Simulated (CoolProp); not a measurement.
Vapour-liquid equilibrium of R125 (1) + dimethyl ether (2) at 67.4 kPa; x and y are mole fractions of (1).

Model: multi-fluid Helmholtz-energy mixture model, Lemmon 2005 and Wu 2011; pair parameters Bell 2016, in CoolProp.

Problem. Give the bubble temperature and the first vapour's composition at x = 0.05, 0.425, 0.95. Is there an azeotrope?

Solution. x = 0.05: 238.8 K, y = 0.076; x = 0.425: 232.1 K, y = 0.633; x = 0.95: 218.0 K, y = 0.994. No azeotrope shows between x = 0.05 and 0.95.

Pair parameters are fitted to limited data, so mixtures are less certain than the pure fluids.
